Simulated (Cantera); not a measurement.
Premixed flame

A freely propagating, adiabatic, planar premixed flame of CH4 : CO : O2 : N2 = 1 : 0.049 : 1.84 : 6.92 (molar parts), equivalence ratio 1.1, unburnt at 698 K and 0.180 bar; mixture-averaged transport, grid criteria slope 0.08 and curve 0.16, no radiation.

Computed with Cantera and GRI-Mech 3.0 (53 species, 325 reactions). Burning velocities carry a grid error of a few per cent, more on coarse grids.

```csv
z (mm),T (K),u (m/s),x CH4,x CO,x O2,x CH3,x O,x OH
-4.19,698,2.37,0.102,0.00499,0.187,4.99e-7,<1e-8,<1e-8
-2.79,699,2.38,0.101,0.00500,0.187,5.90e-6,8.79e-8,9.12e-8
-2.09,704,2.40,0.101,0.00508,0.186,2.15e-5,4.50e-7,8.81e-7
-1.40,745,2.56,0.0970,0.00614,0.182,9.41e-5,3.24e-6,7.98e-6
-0.698,1054,3.69,0.0726,0.0185,0.157,0.00134,4.98e-5,0.000108
-0.349,1432,5.09,0.0408,0.0396,0.117,0.00442,0.000274,0.000727
0,1802,6.49,0.0114,0.0632,0.0695,0.00392,0.00129,0.00319
0.349,1974,7.14,0.00135,0.0693,0.0384,0.000803,0.00360,0.00757
0.698,2013,7.27,8.61e-5,0.0632,0.0252,5.99e-5,0.00550,0.0105
1.40,2032,7.31,2.22e-7,0.0527,0.0184,1.66e-7,0.00638,0.0119
2.79,2050,7.36,<1e-8,0.0465,0.0164,<1e-8,0.00628,0.0121
5.58,2075,7.43,<1e-8,0.0448,0.0154,<1e-8,0.00588,0.0120
11.2,2113,7.54,<1e-8,0.0441,0.0144,<1e-8,0.00522,0.0118
```
x: mole fraction of selected species; z is measured from the peak of heat release.

The laminar burning velocity comes out as 237 cm/s, the thermal thickness is 1.40 mm and the peak x(CH3) is 0.00505. The peak x(O) is 0.00640 and the peak x(OH) comes out as 0.0121. The grid points is 141.
